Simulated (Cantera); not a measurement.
Stirred combustor or abatement burner

A perfectly stirred reactor is fed with 3.42 % CH4, 2.70 % C2H6, 0.514 % C3H8, 19.5 % O2, 73.3 % N2, 0.616 % CO2, equivalence ratio 0.97, at 23000 Pa; it is adiabatic with a 625 K inlet, and is followed from long to short residence time, starting on the burning branch (τ in s: 0.24, 0.099, 0.041, 0.017, 0.0071, 0.0029, 0.0012, 0.0005, 0.00021, 8.6e-05).

Model: GRI-Mech 3.0 (53 species, 325 reactions), integrated in Cantera.

```csv
τ (s),T (K),x CH4,x C2H6,x C3H8,x O,x CH2CO,x NO,x H2
0.24,2292,8.49e-7,8.27e-8,1.77e-8,0.00174,6.63e-8,0.00254,0.00683
0.099,2264,1.76e-6,2.00e-7,4.01e-8,0.00217,1.65e-7,0.00169,0.00769
0.041,2216,3.48e-6,4.77e-7,8.70e-8,0.00292,3.94e-7,0.000922,0.00909
0.017,2154,6.87e-6,1.11e-6,1.85e-7,0.00398,8.69e-7,0.000435,0.0109
0.0071,2088,1.41e-5,2.53e-6,3.96e-7,0.00518,1.77e-6,0.000203,0.0126
0.0029,2025,3.13e-5,5.93e-6,8.92e-7,0.00629,3.61e-6,0.000103,0.0142
0.0012,1971,7.35e-5,1.42e-5,2.10e-6,0.00698,7.62e-6,6.14e-5,0.0153
0.00050,1924,0.000188,3.68e-5,5.40e-6,0.00688,1.79e-5,4.10e-5,0.0160
0.00021,1857,0.000614,0.000120,1.76e-5,0.00513,5.34e-5,2.62e-5,0.0172
8.6e-5,625,0.0342,0.0270,0.00514,<1e-12,<1e-12,<1e-12,<1e-12
```
x: mole fraction; the columns are a selection and need not sum to one.
